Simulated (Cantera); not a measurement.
Input: 1 mol CaO, a varied amount of Cl2, equilibrated at 1675 K and 0.00133 bar.

Cantera equilibrium calculation (NASA polynomials, part measured and part estimated; ideal gas, pure solids and liquids). Candidate condensed phases: Ca, CaCl2, CaO; 11 gas species. Rates play no part.

Problem. At 9.5 mol Cl2, list the 5 most abundant gas species with their mole fractions, and the condensed phases.

Solution. Cl 0.879, CaCl2 0.0560, Cl2 0.0365, O2 0.0279, O 0.000156. Condensed: gas only.
